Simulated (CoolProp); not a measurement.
Carbon dioxide along the isotherm 145.75 °C: Z from the reference equation and from simpler models built on Tc = 31.0 °C, pc = 7.377 MPa, ω = 0.224; each cubic takes its own stable root.

Model: reference Helmholtz-energy equation of state, Span 1996, in CoolProp.

| p (MPa) | phase | reference |
|---|---|---|
| 2.31 | gas | 0.9649 |
| 4.61 | gas | 0.9303 |
| 6.92 | gas | 0.8962 |
| 9.22 | supercritical | 0.8635 |
| 11.5 | supercritical | 0.8331 |
| 13.8 | supercritical | 0.8054 |
| 16.1 | supercritical | 0.7817 |
| 18.4 | supercritical | 0.7631 |

Problem. How far does each simpler model (Redlich-Kwong, Peng-Robinson) lie from the reference over these 8 states: mean and median of the absolute difference, and the worst?

Solution. 
- Redlich-Kwong: mean 2.5 %, median 2.7 %, worst -3.8 % at 145.75 °C and 16.1 MPa
- Peng-Robinson: mean 0.7 %, median 0.7 %, worst +1.3 % at 145.75 °C and 18.4 MPa
